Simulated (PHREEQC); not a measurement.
Consider water at 20 °C with 0.025 mol/kgw CdCl2, 0.00083 mol/kgw CuCl2 and 0.00033 mol/kgw NaHCO3. Closed to the air; pH follows from the charge balance.

All values are PHREEQC results (ion-association model, wateq4f.dat), not measurements.

```csv
quantity,before,after
pH,6.29,6.46
ionic strength (mol/kgw),0.0448,0.0439
Cl- (mol/kgw),0.0346,0.0339
CdCl+ (mol/kgw),0.0142,0.0142
Cd+2 (mol/kgw),0.00936,0.00945
CdCl2 (mol/kgw),0.00136,0.00133
SI of CdOHCl (CdOHCl),-1.22,-1.05
SI of Otavite (CdCO3),+1.71,+1.98
```

Question: Which change was made?
A. CuCl2 from 0.00083 to 0.000166 mol/kgw
B. CuCl2 from 0.00083 to 0.000913 mol/kgw
C. CuCl2 replaced by SrCl2 at the same molality
D. CdCl2 from 0.025 to 0.005 mol/kgw
E. CuCl2 from 0.00083 to 0.000415 mol/kgw

Answer: E, CuCl2 from 0.00083 to 0.000415 mol/kgw

This is a speciation only: nothing precipitates in the calculation. Some of these states are supersaturated (in Otavite, Atacamite, for instance).
